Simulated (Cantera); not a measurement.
Feed: 1 mol CuO, 0.62 mol CO, 5.3 mol H2, at 0.00220 bar.

Cantera equilibrium calculation (NASA polynomials, part measured and part estimated; ideal gas, pure solids and liquids). Candidate condensed phases: C, C6H6, C7H8, C8H18, Cu, CuO, Cu(OH)2, Cu2O, H2O; 113 gas species. The numbers say what is thermodynamically allowed, not how fast it happens. All values below are at 527 °C.

Base state: H2 0.769, H2O 0.126, CO 0.0619, CO2 0.0428, CH4 3.40e-5 (mole fractions); condensed: Cu(s).

**Question.** What changes in the equilibrium state with this change: CuO replaced by Ta2O5?

**Answer.** 
| species | before | after |
|---|---|---|
| H2 | 0.769 | 0.894 |
| CO | 0.0619 | 0.0971 |
| H2O | 0.126 | 0.00447 |
| CO2 | 0.0428 | 0.00205 |
| CH4 | 3.40e-5 | 0.00236 |
| Cu(s), mol | 1.00 | 0 |
| C(graphite), mol | 0 | 0.0244 |
| Ta2O5(s), mol | 0 | 1.00 |
Further candidate phases: Ta, TaC, Ta2O5.

**Question.** What changes in the equilibrium state with this change: pressure from 0.00220 bar to 0.320 bar?

**Answer.** 
| species | before | after |
|---|---|---|
| H2 | 0.769 | 0.646 |
| H2O | 0.126 | 0.235 |
| CH4 | 3.40e-5 | 0.0710 |
| CO | 0.0619 | 0.0192 |
| CO2 | 0.0428 | 0.0294 |
| Cu(s), mol | 1.00 | 1.00 |

**Question.** What changes in the equilibrium state with this change: H2 from 5.3 to 0.14 mol?

**Answer.** 
```tsv
species	before	after
CO2	0.0428	0.816
H2O	0.126	0.184
CO	0.0619	1.55e-7
H2	0.769	1.47e-7
CH4	3.40e-5	<1e-9
Cu(s), mol	1.00	0.520
Cu2O(s), mol	0	0.240
```
